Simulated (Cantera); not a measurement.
An isothermal, constant-pressure homogeneous reactor starts with CH₄ : H₂ : N₂ = 0.024 : 1 : 0.0048 (molar parts), at 2375 K and 0.133 bar. Integrator tolerance rtol = 1e-08.

Detailed kinetics in Cantera: GRI-Mech 3.0 (53 species, 325 reactions). GRI-Mech 3.0 stops at C3 and has no aromatics, soot or wall deposition, so with more carbon than oxygen in the feed, carbon stays in small species such as C2H2 where larger ones or solid carbon would form.

Problem. What does this change do: pressure from 0.133 bar to 0.0267 bar?

Solution. 
```tsv
quantity	before	after
x(CH₄) at 20.0 s	2.95e-5 (gas-phase equilibrium 2.77e-5)	5.39e-6 (gas-phase equilibrium 5.09e-6)
x(H₂) at 20.0 s	0.946 (gas-phase equilibrium 0.946)	0.902 (gas-phase equilibrium 0.902)
x(HCN) at 20.0 s	0.000791 (gas-phase equilibrium 0.00387)	0.000391 (gas-phase equilibrium 0.00378)
x(C₂H₆) at 20.0 s	2.60e-11 (gas-phase equilibrium 2.28e-11)	<1e-12 (gas-phase equilibrium <1e-12)
x(C₂H₄) at 20.0 s	1.56e-6 (gas-phase equilibrium 1.34e-6)	2.96e-7 (gas-phase equilibrium 2.49e-7)
x(C₂H₂) at 20.0 s	0.0107 (gas-phase equilibrium 0.00920)	0.0107 (gas-phase equilibrium 0.00898)
x(CH₃) at 20.0 s	2.17e-5 (gas-phase equilibrium 2.03e-5)	9.08e-6 (gas-phase equilibrium 8.57e-6)
```
Radical loss at walls, strong at low pressure, is not modelled.

Problem. What does this change do: pressure from 0.133 bar to 0.240 bar?

Solution. 
```
quantity                                              before                                      after
-----------------  -----------------------------------------  -----------------------------------------
x(CH₄) at 20.0 s     2.95e-5 (gas-phase equilibrium 2.77e-5)    5.40e-5 (gas-phase equilibrium 5.07e-5)
x(H₂) at 20.0 s          0.946 (gas-phase equilibrium 0.946)        0.956 (gas-phase equilibrium 0.956)
x(HCN) at 20.0 s    0.000791 (gas-phase equilibrium 0.00387)    0.00102 (gas-phase equilibrium 0.00389)
x(C₂H₆) at 20.0 s  2.60e-11 (gas-phase equilibrium 2.28e-11)  8.59e-11 (gas-phase equilibrium 7.55e-11)
x(C₂H₄) at 20.0 s    1.56e-6 (gas-phase equilibrium 1.34e-6)    2.82e-6 (gas-phase equilibrium 2.45e-6)
x(C₂H₂) at 20.0 s     0.0107 (gas-phase equilibrium 0.00920)     0.0107 (gas-phase equilibrium 0.00923)
x(CH₃) at 20.0 s     2.17e-5 (gas-phase equilibrium 2.03e-5)    2.94e-5 (gas-phase equilibrium 2.76e-5)
```
